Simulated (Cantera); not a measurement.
What does this Cantera script print?

```python
import numpy as np
import cantera as ct

gas_names = """
    CL CL2 H HCL H2 Ti TiCL TiCL2 TiCL3 TiCL4
""".split()
cond_names = """
    Ti(a) Ti(b) Ti(L) TiCL2(s) TiCL3(s) TiCL4(L)
""".split()


def load(file, names, dense=False):
    # The tables refer to 1 bar. Condensed volumes are neglected.
    table = {s.name: s for s in ct.Species.list_from_file(file)}
    out = []
    for n in names:
        d = dict(table[n].input_data)
        d["thermo"] = dict(d["thermo"], **{"reference-pressure": 1e5})
        if dense:
            d["equation-of-state"] = {"model": "constant-volume", "density": "1e6 g/cm^3"}
        out.append(ct.Species.from_dict(d))
    return out


gas = ct.Solution(thermo="ideal-gas", species=load("nasa_gas.yaml", gas_names))
cond = {s.name: ct.Solution(thermo="fixed-stoichiometry", species=[s], name=s.name)
        for s in load("nasa_condensed.yaml", cond_names, dense=True)}
atoms = {
    'TiCl4': {'Ti': 1, 'CL': 4},
    'H2': {'H': 2},
}
top_T = {'TiCL2(s)': 1300, 'TiCL3(s)': 1000}  # K; cautious upper limits of use, not melting points


def equilibrate(T, P, feed):
    n = {}
    for name, mol in feed.items():
        for a, k in atoms[name].items():
            n[a] = n.get(a, 0.0) + k * mol
    gas.TPX = T, P, n
    mass = sum(n.values()) * gas.mean_molecular_weight
    gas.equilibrate("TP")
    valid = [c for c in cond.values() if c.min_temp <= T <= top_T.get(c.name, c.max_temp)]
    mix = ct.Mixture([(gas, mass / gas.mean_molecular_weight)] + [(c, 0.0) for c in valid])
    mix.T, mix.P = T, P
    mix.equilibrate("TP", solver="vcs", rtol=1e-11, max_steps=5000)
    return mix


results = []
feed = {'TiCl4': 1, 'H2': 4}  # mol
T = 1250  # K
P = 1500  # Pa
mix = equilibrate(T, P, feed)
results.append((T, P, feed, dict(zip(mix.species_names, mix.species_moles))))
print(gas.report(threshold=0.0001))
for i in range(1, mix.n_phases):
    print(f"{mix.phase(i).name:16s} {mix.phase_moles(i):12.5e} mol")
```

Result:

```
       temperature   1250 K
          pressure   1500 Pa
           density   0.0053382 kg/m^3
  mean mol. weight   36.987 kg/kmol
   phase of matter   gas

                          1 kg             1 kmol
                     ---------------   ---------------
          enthalpy       -2.3403e+06        -8.656e+07  J
   internal energy       -2.6213e+06       -9.6953e+07  J
           entropy            7466.8        2.7617e+05  J/K
    Gibbs function       -1.1674e+07       -4.3177e+08  J
 heat capacity c_p            1159.9             42899  J/K
 heat capacity c_v            935.06             34585  J/K

                      mass frac. Y      mole frac. X     chem. pot. / RT
                     ---------------   ---------------   ---------------
               HCL           0.12758           0.12943           -39.999
                H2          0.037255           0.68351           -22.668
             TiCL2        0.00052007        0.00016196           -74.092
             TiCL3           0.53831           0.12911           -102.76
             TiCL4           0.29634          0.057789           -131.42
     [   +5 minor]        5.9559e-07        3.7915e-06

Ti(b)             0.00000e+00 mol
TiCL2(s)          0.00000e+00 mol
TiCL4(L)          0.00000e+00 mol
```

Method: chemical equilibrium by Gibbs-energy minimisation in Cantera with the NASA 1993 tables (ideal gas, pure condensed phases). The tables' values for TiCl2 are old estimates; treat these amounts as uncertain.
